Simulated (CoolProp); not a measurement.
Octamethylcyclotetrasiloxane (D4) at several states: density (kg/m³) from the reference equation and from simpler models built on Tc = 313.4 °C, pc = 13.47 bar, ω = 0.598; each cubic takes its own stable root.

Model: reference Helmholtz-energy equation of state, Thol 2015, in CoolProp.

| T (°C) | p (bar) | phase | reference |
|---|---|---|---|
| 317.95 | 22.2 | supercritical | 509.1 |
| 172.85 | 38.3 | liquid | 786.8 |
| 198.75 | 0.24 | gas | 1.841 |
| 217.75 | 10.6 | liquid | 709.0 |
| 241.05 | 20.7 | liquid | 680.9 |

Q: How far does each simpler model (Soave-Redlich-Kwong, Peng-Robinson) lie from the reference over these 5 states: mean and median of the absolute difference, and the worst?

A: 
- Soave-Redlich-Kwong: mean 8.8 %, median 9.9 %, worst -16.4 % at 317.95 °C and 22.2 bar
- Peng-Robinson: mean 3.0 %, median 1.9 %, worst -7.5 % at 317.95 °C and 22.2 bar
